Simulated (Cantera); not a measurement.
Cantera run:

```python
import numpy as np
import cantera as ct

gas_names = """
    C CH CH2 CH3 CH2OH CH3O CH4 CH3OH CO CO2 COOH C2 C2H CHCO,ketyl C2H2,acetylene C2H2,vinylidene
    CH2CO,ketene C2H3,vinyl CH3CO,acetyl C2H4 C2H4O,ethylen CH3CHO,ethanal CH3COOH (HCOOH)2 C2H5 C2H6
    CH3OCH3 C2H5OH C2O C3 C3H3,propargyl C3H4,allene C3H4,propyne C3H4,cyclo- C3H5,allyl C3H6,propylene
    C3H6,cyclo- C3H6O C3H7,n-propyl C3H7,i-propyl C3H8 C3H8O,1propanol C3H8O,2propanol C3O2 C4 C4H2
    C4H4,1,3-cyclo- C4H6,butadiene C4H6,2-butyne C4H6,cyclo- C4H8,1-butene C4H8,cis2-buten
    C4H8,tr2-butene C4H8,isobutene C4H8,cyclo- (CH3COOH)2 C4H9,n-butyl C4H9,i-butyl C4H9,s-butyl
    C4H9,t-butyl C4H10,isobutane C4H10,n-butane C5 C5H6,1,3cyclo- C5H8,cyclo- C5H10,1-pentene
    C5H10,cyclo- C5H11,pentyl C5H11,t-pentyl C5H12,n-pentane C5H12,i-pentane CH3C(CH3)2CH3 C6H2
    C6H5,phenyl C6H5O,phenoxy C6H6 C6H5OH,phenol C6H10,cyclo- C6H12,1-hexene C6H12,cyclo- C6H13,n-hexyl
    C7H7,benzyl C7H8 C7H8O,cresol C7H14,1-heptene C7H15,n-heptyl C7H16,n-heptane C8H8,styrene
    C8H10,ethylbenz C8H16,1-octene C8H17,n-octyl C8H18,isooctane C8H18,n-octane C9H19,n-nonyl
    C10H8,naphthale C10H21,n-decyl C12H9,o-bipheny C12H10,bipheny H HCO HO2 H2 HCHO,formaldehy HCOOH H2O
    H2O2 O OH O2 O3 Si SiC SiC2 SiC4H12 SiH SiH2 SiH3 SiH4 SiO SiO2 Si2 Si2C Si3
""".split()
cond_names = """
    C(gr) C6H6(L) C7H8(L) C8H18(L),n-octa H2O(s) H2O(L) Si(cr) Si(L) SiC(b) SiO2(Lqz) SiO2(hqz) SiO2(L)
""".split()


def load(file, names, dense=False):
    # The tables refer to 1 bar. Condensed volumes are neglected.
    table = {s.name: s for s in ct.Species.list_from_file(file)}
    out = []
    for n in names:
        d = dict(table[n].input_data)
        d["thermo"] = dict(d["thermo"], **{"reference-pressure": 1e5})
        if dense:
            d["equation-of-state"] = {"model": "constant-volume", "density": "1e6 g/cm^3"}
        out.append(ct.Species.from_dict(d))
    return out


gas = ct.Solution(thermo="ideal-gas", species=load("nasa_gas.yaml", gas_names))
cond = {s.name: ct.Solution(thermo="fixed-stoichiometry", species=[s], name=s.name)
        for s in load("nasa_condensed.yaml", cond_names, dense=True)}
atoms = {
    'SiH4': {'Si': 1, 'H': 4},
    'CO2': {'C': 1, 'O': 2},
}
top_T = {'C(gr)': 4500, 'SiC(b)': 3050}  # K; cautious upper limits of use, not melting points


def equilibrate(T, P, feed):
    n = {}
    for name, mol in feed.items():
        for a, k in atoms[name].items():
            n[a] = n.get(a, 0.0) + k * mol
    gas.TPX = T, P, n
    mass = sum(n.values()) * gas.mean_molecular_weight
    gas.equilibrate("TP")
    valid = [c for c in cond.values() if c.min_temp <= T <= top_T.get(c.name, c.max_temp)]
    mix = ct.Mixture([(gas, mass / gas.mean_molecular_weight)] + [(c, 0.0) for c in valid])
    mix.T, mix.P = T, P
    mix.equilibrate("TP", solver="vcs", rtol=1e-11, max_steps=5000)
    return mix


results = []
feed = {'SiH4': 1, 'CO2': 1.5}  # mol
T = 823.15  # K
P = 13332.2  # Pa
mix = equilibrate(T, P, feed)
results.append((T, P, feed, dict(zip(mix.species_names, mix.species_moles))))
x = sorted(zip(gas.X, gas.species_names), reverse=True)
print(f"T = {T:g} K  P = {P:g} Pa  gas = {mix.phase_moles(0):.4g} mol")
print("   x: " + "  ".join(f"{s} {v:.3e}" for v, s in x if v > 0.0001))
print("   condensed (mol): " + ("  ".join(f"{mix.phase(i).name} {mix.phase_moles(i):.4g}"
      for i in range(1, mix.n_phases) if mix.phase_moles(i) > 1e-12) or "none"))
```

Output:

```
T = 823.15 K  P = 13332.2 Pa  gas = 2.375 mol
   x: H2 6.191e-01  H2O 1.280e-01  CO 1.175e-01  CO2 8.779e-02  CH4 4.757e-02
   condensed (mol): C(gr) 0.8994  SiO2(Lqz) 1
```

Method: chemical equilibrium by Gibbs-energy minimisation in Cantera with the NASA 1993 tables (ideal gas, pure condensed phases).
